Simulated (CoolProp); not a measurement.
Vapour-liquid equilibrium of ethane (1) + n-butane (2) at -8.75 °C; x and y are mole fractions of (1).

The numbers come from the multi-fluid Helmholtz-energy mixture model, Bücker 2006 and Bücker 2006; pair parameters Kunz 2012 in CoolProp.

Give the bubble pressure and the first vapour's composition at x = 0.2, 0.5, 0.95. Is there an azeotrope?

x = 0.2: 392.0 kPa, y = 0.832; x = 0.5: 913.5 kPa, y = 0.944; x = 0.95: 1797 kPa, y = 0.995. No azeotrope shows between x = 0.05 and 0.95.

Pair parameters are fitted to limited data, so mixtures are less certain than the pure fluids.
